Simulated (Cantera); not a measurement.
Charge: 1 mol Si, 8.6 mol Br2, 0.18 mol H2, held at 1675 K and 37.0 Pa.

Cantera equilibrium calculation (NASA polynomials, part measured and part estimated; ideal gas, pure solids and liquids). Candidate condensed phases: Br2, Si; 19 gas species. The tables' values for SiBr3, SiBr are old estimates; treat these amounts as uncertain. Kinetics and transport are ignored.

Base state: Br 0.915, SiBr2 0.0609, HBr 0.0221, SiBr3 0.000725, Br2 0.000652, SiBr 0.000120, SiBr4 9.55e-5, H2 6.53e-5 (mole fractions); condensed: gas only.

### Question
What changes in the equilibrium state with this change: temperature from 1675 K to 1000 K?

### Answer
```csv
species,before,after
Br2,0.000652,0.612
Br,0.915,0.233
SiBr4,9.55e-5,0.114
SiBr2,0.0609,<1e-9
HBr,0.0221,0.0409
SiBr,0.000120,<1e-9
H2,6.53e-5,1.23e-9
H,4.88e-5,<1e-9
```
